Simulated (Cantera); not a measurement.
Input: 1 mol C2F6, 0.79 mol H2, equilibrated at 1330 Pa.

Equilibrium computed with Cantera from the NASA thermochemical tables; the gas is ideal and each condensed phase is pure. Candidate condensed phases: C, C6H6, C7H8, C8H18; 95 gas species. The feed counts by its element totals alone. Kinetics and transport are ignored.

### Question
At 2700 K, list the 4 most abundant gas species with their mole fractions, and the condensed phases.

### Answer
F 0.547, HF 0.296, CF2 0.124, CF 0.0315. Condensed: C(graphite).
